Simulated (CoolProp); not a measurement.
Toluene along the isotherm 579 K: density (kg/m³) from the reference equation and from simpler models built on Tc = 591.7 K, pc = 4.126 MPa, ω = 0.266; each cubic takes its own stable root.

Values from CoolProp's reference Helmholtz-energy equation of state, Lemmon 2006. It is a short technical equation, of lower accuracy than the large ones.

```tsv
p (MPa)	phase	reference	ideal gas	Redlich-Kwong	Soave-Redlich-Kwong
0.229	gas	4.482	4.383	4.474	4.475
0.458	gas	9.180	8.766	9.144	9.148
0.688	gas	14.14	13.17	14.05	14.06
0.917	gas	19.36	17.55	19.19	19.21
1.15	gas	24.99	22.01	24.70	24.74
1.38	gas	30.92	26.41	30.46	30.52
1.6	gas	37.00	30.62	36.33	36.41
1.83	gas	43.88	35.03	42.89	43.02
2.06	gas	51.39	39.43	49.98	50.17
```
